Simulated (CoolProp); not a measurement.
Ammonia at several states: fugacity coefficient from the reference equation and from simpler models built on Tc = 132.4 °C, pc = 113.6 bar, ω = 0.256; each cubic takes its own stable root.

The numbers come from the reference Helmholtz-energy equation of state, Gao 2020 in CoolProp.

```tsv
T (°C)	p (bar)	phase	reference	Redlich-Kwong	Soave-Redlich-Kwong	Peng-Robinson
292.95	3.56	gas	0.9967	0.9961	0.9971	0.9963
35.95	9.54	gas	0.9148	0.9391	0.9337	0.9299
414.05	139	supercritical	0.9473	0.9292	0.9687	0.9476
27.05	0.107	gas	0.9989	0.9993	0.9992	0.9991
```
